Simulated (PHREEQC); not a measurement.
3.7 g of hydrous ferric oxide (600 m²/g; 0.2 weak and 0.005 strong sites per Fe, Dzombak-Morel constants, diffuse double layer) in 1 kg of water with 0.3 mol/kgw of an inert sodium salt and 0.00013 mol/kgw NaH2PO4 and 0.015 mol/kgw NaF, at 25 °C; the pH is set by adding NaOH or the inert anion's acid. Oxygen alone is held at its pressure in air (log pO2 = -0.68). The system is closed to CO2. No solid was allowed to form.

Base run: PHREEQC, ion-association model, wateq4f.dat. Each further column changes one thing. The table gives F sorbed (%).

| pH | base | no electrostatic term (-no_edl) | background salt from 0.3 to 0.03 mol/kgw | oxide from 3.7 to 18 g/kgw |
|---|---|---|---|---|
| 3 | 34.2 | 5.7 | 42.8 | 92.5 |
| 4 | 37.0 | 9.1 | 44.6 | 95.0 |
| 5 | 35.5 | 9.7 | 41.6 | 93.5 |
| 5.5 | 33.0 | 9.8 | 38.2 | 90.8 |
| 6.5 | 24.3 | 10.3 | 27.7 | 77.4 |
| 7.5 | 13.7 | 11.8 | 15.4 | 51.6 |
| 8.5 | 5.4 | 10.6 | 5.6 | 23.7 |
| 9 | 2.9 | 7.4 | 2.7 | 13.4 |
| 10 | 0.6 | 1.5 | 0.5 | 3.1 |
| 11 | 0.1 | 0.2 | 0.1 | 0.6 |

H3PO4, which wateq4f.dat lacks, is added to it with the constant of phreeqc.dat. The oxide is taken as insoluble; below pH 4 it would dissolve.
